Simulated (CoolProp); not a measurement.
Methanol at several states: fugacity coefficient from the reference equation and from simpler models built on Tc = 240.2 °C, pc = 8.216 MPa, ω = 0.565; each cubic takes its own stable root.

Computed with CoolProp (reference Helmholtz-energy equation of state, de Reuck 1993).

```tsv
T (°C)	p (MPa)	phase	reference
162.65	0.953	gas	0.9204
207.75	0.234	gas	0.9882
17.85	0.206	liquid	0.05573
139.15	0.11	gas	0.9883
180.55	0.0674	gas	0.9956
11.95	0.0144	liquid	0.5719
```

How far does each simpler model (Redlich-Kwong, Peng-Robinson) lie from the reference over these 6 states: mean and median of the absolute difference, and the worst?


- Redlich-Kwong: mean 125.1 %, median 1.1 %, worst +673.9 % at 17.85 °C and 0.206 MPa
- Peng-Robinson: mean 4.1 %, median 0.3 %, worst -13.0 % at 11.95 °C and 0.0144 MPa

At some of these states Redlich-Kwong gives the other phase, because its saturation line lies elsewhere.
